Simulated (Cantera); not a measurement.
A closed system holds: 1 mol C2H6, 0.022 mol O2, 7.7 mol H2, equilibrated at 2000000 Pa.

Equilibrium computed with Cantera from the NASA thermochemical tables; the gas is ideal and each condensed phase is pure. Candidate condensed phases: C, C6H6, C7H8, C8H18, H2O; 110 gas species. Kinetics and transport are ignored.

### Question
What share of the C ends up in condensed phases as a function of T (K), at 1225, 1375, 1525, 1675, 1825, 1975, 2125, 2275, 2425, 2575, 2725?

### Answer
```csv
T (K),C condensed (%),as
1225,17.9,C(graphite)
1375,56.8,C(graphite)
1525,76.4,C(graphite)
1675,85.7,C(graphite)
1825,90.2,C(graphite)
1975,92.3,C(graphite)
2125,92.6,C(graphite)
2275,91.2,C(graphite)
2425,87.5,C(graphite)
2575,80.5,C(graphite)
2725,69.0,C(graphite)
```
